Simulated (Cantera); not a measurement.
A freely propagating, adiabatic, planar premixed flame of CH₃OH : O₂ : N₂ : H₂O = 1 : 1 : 3.76 : 0.29 (molar parts), equivalence ratio 1.5, unburnt at 350 K and 66000 Pa; mixture-averaged transport, grid criteria slope 0.08 and curve 0.16, no radiation.

Model: GRI-Mech 3.0 (53 species, 325 reactions), integrated in Cantera. GRI-Mech 3.0 was tuned for natural gas; its chemistry of methanol as a main component is partial and can be far from experiment. Burning velocities carry a grid error of a few per cent, more on coarse grids.

Predict: laminar burning velocity; thermal thickness; peak x(CO); peak x(CH₂CO).


```
Item                          Value
------------------------  ---------
laminar burning velocity  54.4 cm/s
thermal thickness          0.450 mm
peak x(CO)                    0.104
peak x(CH₂CO)               1.44e-5
```
